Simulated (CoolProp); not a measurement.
Vapour-liquid equilibrium of isobutene (1) + acetone (2) at 0.0804 MPa; x and y are mole fractions of (1).

Values from CoolProp's multi-fluid Helmholtz-energy mixture model, Lemmon 2005 and Lemmon 2006; pair parameters Bell 2016.

```csv
x,bubble temperature (°C),y at the bubble point,dew temperature at overall composition x (°C),liquid density (mol/L)
0.05,31.1,[?],48.1,[?]
0.2,5.1,0.870,43.5,[?]
0.35,-3.3,0.924,38.3,12.85
0.5,-6.5,0.942,32.0,[?]
0.65,[?],0.951,24.1,12.04
0.8,-9.8,0.963,12.8,11.68
0.95,[?],0.987,-8.0,11.37
```

Q: Fill in the missing entries.

A: 
- 0.05, y at the bubble point: 0.520
- 0.05, liquid density (mol/L): 13.21
- 0.2, liquid density (mol/L): 13.19
- 0.5, liquid density (mol/L): 12.44
- 0.65, bubble temperature (°C): -8.2
- 0.95, bubble temperature (°C): -11.9

No azeotrope shows between x = 0.05 and 0.95.

The pair parameters rest on a limited set of measurements; away from them the model extrapolates. With so large a gap from Raoult's law the liquid may split in two, which this calculation doesn't test in full.
